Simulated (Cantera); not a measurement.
Cantera run:

```python
import numpy as np
import cantera as ct

gas_names = [...]  # 114 gases of nasa_gas.yaml made of C, Fe, H, O
cond_names = """
    C(gr) C6H6(L) C7H8(L) C8H18(L),n-octa Fe(a) Fe(c) Fe(d) Fe(L) FeC5O5(L) FeO(s) FeO(L) Fe(OH)2(s)
    Fe(OH)3(s) Fe2O3(s) Fe3O4(s) H2O(s) H2O(L)
""".split()


# ... load() reads the species with a 1 bar reference pressure and builds the phases ...
atoms = {
    'Fe2O3': {'Fe': 2, 'O': 3},
    'C': {'C': 1},
    'H2': {'H': 2},
}
top_T = {'C(gr)': 4500, 'Fe2O3(s)': 1830, 'Fe3O4(s)': 1870}  # K; cautious upper limits of use, not melting points


# ... equilibrate(T, P, feed) seeds the gas with the atoms and calls Mixture.equilibrate('TP', solver="vcs", rtol=1e-11, max_steps=5000) ...
results = []
feed = {'Fe2O3': 1, 'C': 1.2, 'H2': 1}  # mol
P = 76  # Pa
for T in [1873, 1923, 1973, 2023, 2073, 2123, 2173]:
    mix = equilibrate(T, P, feed)
    results.append((T, P, feed, dict(zip(mix.species_names, mix.species_moles))))

top = {s: max(r[3][s] / sum(r[3][g] for g in gas_names) for r in results) for s in gas_names}
cols = sorted((s for s in top if top[s] > 0.001), key=lambda s: -top[s])[:8]
seen = [c for c in cond_names if any(r[3].get(c, 0) > 1e-12 for r in results)]
print("log10 of partial pressures in bar; condensed amounts in mol")
print(f"{'T/K':>10s}" + "".join(f"{s[:9]:>10s}" for s in cols + seen))
for T, P, feed, n in results:
    ng = sum(n[g] for g in gas_names)
    print(f"{T:10.4g}" + "".join(f"{np.log10(max(n[s] / ng * P / 1e5, 1e-99)):10.3f}" for s in cols)
          + "".join(f"{n.get(c, 0):10.4g}" for c in seen))
```

Result:

```
log10 of partial pressures in bar; condensed amounts in mol
       T/K        CO        Fe        H2       H2O       CO2       FeO         H        OH     Fe(L)    FeO(L)
      1873    -3.480    -4.102    -3.684    -4.021    -4.430    -6.281    -5.032    -6.479    0.3747     1.366
      1923    -3.527    -3.830    -3.737    -4.071    -4.493    -5.947    -4.895    -6.293   0.08905     1.368
      1973    -3.575    -3.723    -3.831    -4.009    -4.406    -5.631    -4.785    -5.987         0     1.247
      2023    -3.628    -3.663    -3.947    -3.939    -4.288    -5.331    -4.695    -5.669         0     1.072
      2073    -3.693    -3.613    -4.087    -3.894    -4.185    -5.046    -4.624    -5.375         0    0.8679
      2123    -3.776    -3.571    -4.253    -3.879    -4.102    -4.776    -4.572    -5.105         0    0.6123
      2173    -3.890    -3.534    -4.455    -3.906    -4.057    -4.520    -4.544    -4.868         0    0.2104
```

These are equilibrium values from Cantera (NASA tables, ideal gas, pure condensed phases), not measurements of a reactor. Each liquid is taken as pure. Mutual solubility and eutectic melting of coexisting phases are not modelled. The tables' stoichiometric FeO is somewhat more stable than real wüstite, so its field is too wide. FeO: taken at fixed stoichiometry.
